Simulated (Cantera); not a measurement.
## Low-pressure radical oxidation in H2/O2

An isothermal, constant-pressure homogeneous reactor starts with H2 : O2 : N2 : H2O = 0.02 : 1 : 4.4 : 0.0066 (molar parts), equivalence ratio 0.010, at 1323 K and 0.00780 atm.

Detailed kinetics in Cantera: GRI-Mech 3.0 (53 species, 325 reactions). Radical loss at walls, strong at low pressure, is not modelled.

```json
[
 {"t (s)": "4.00e-6", "x H2": "0.00369", "x O2": "0.184", "x NO": "<1e-12", "x HO2": "1.22e-11", "x NO2": "<1e-12", "x H2O": "0.00122"},
 {"t (s)": "1.35e-5", "x H2": "0.00369", "x O2": "0.184", "x NO": "<1e-12", "x HO2": "4.13e-11", "x NO2": "<1e-12", "x H2O": "0.00122"},
 {"t (s)": "4.56e-5", "x H2": "0.00369", "x O2": "0.184", "x NO": "<1e-12", "x HO2": "1.39e-10", "x NO2": "<1e-12", "x H2O": "0.00122"},
 {"t (s)": "0.000154", "x H2": "0.00369", "x O2": "0.184", "x NO": "<1e-12", "x HO2": "4.70e-10", "x NO2": "<1e-12", "x H2O": "0.00122"},
 {"t (s)": "0.000520", "x H2": "0.00369", "x O2": "0.184", "x NO": "<1e-12", "x HO2": "1.59e-9", "x NO2": "<1e-12", "x H2O": "0.00122"},
 {"t (s)": "0.00175", "x H2": "0.00369", "x O2": "0.184", "x NO": "<1e-12", "x HO2": "5.35e-9", "x NO2": "<1e-12", "x H2O": "0.00122"},
 {"t (s)": "0.00592", "x H2": "0.00369", "x O2": "0.184", "x NO": "<1e-12", "x HO2": "1.80e-8", "x NO2": "<1e-12", "x H2O": "0.00122"},
 {"t (s)": "0.0200", "x H2": "0.00339", "x O2": "0.184", "x NO": "1.83e-12", "x HO2": "1.29e-7", "x NO2": "<1e-12", "x H2O": "0.00143"},
 {"t (s)": "0.0675", "x H2": "3.64e-5", "x O2": "0.181", "x NO": "3.20e-9", "x HO2": "1.23e-7", "x NO2": "<1e-12", "x H2O": "0.00451"},
 {"t (s)": "0.228", "x H2": "3.39e-5", "x O2": "0.181", "x NO": "1.61e-8", "x HO2": "1.19e-7", "x NO2": "<1e-12", "x H2O": "0.00454"},
 {"t (s)": "0.770", "x H2": "2.72e-5", "x O2": "0.181", "x NO": "5.18e-8", "x HO2": "1.08e-7", "x NO2": "1.79e-12", "x H2O": "0.00460"},
 {"t (s)": "2.60", "x H2": "1.46e-5", "x O2": "0.182", "x NO": "1.13e-7", "x HO2": "8.01e-8", "x NO2": "5.28e-12", "x H2O": "0.00472"},
 {"t (s)": "8.77", "x H2": "3.90e-6", "x O2": "0.183", "x NO": "1.72e-7", "x HO2": "3.77e-8", "x NO2": "1.42e-11", "x H2O": "0.00483"},
 {"t (s)": "29.6", "x H2": "6.06e-7", "x O2": "0.183", "x NO": "2.08e-7", "x HO2": "1.03e-8", "x NO2": "3.12e-11", "x H2O": "0.00488"},
 {"t (s)": "100", "x H2": "9.12e-8", "x O2": "0.183", "x NO": "2.23e-7", "x HO2": "3.03e-9", "x NO2": "6.18e-11", "x H2O": "0.00490"}
]
```
x: mole fraction; the columns are a selection and need not sum to one.

Equilibrium at this temperature and pressure: H2 1.69e-8, O2 0.183, NO 0.000436, HO2 2.76e-9, NO2 3.56e-7, H2O 0.00491 (gas phase only).
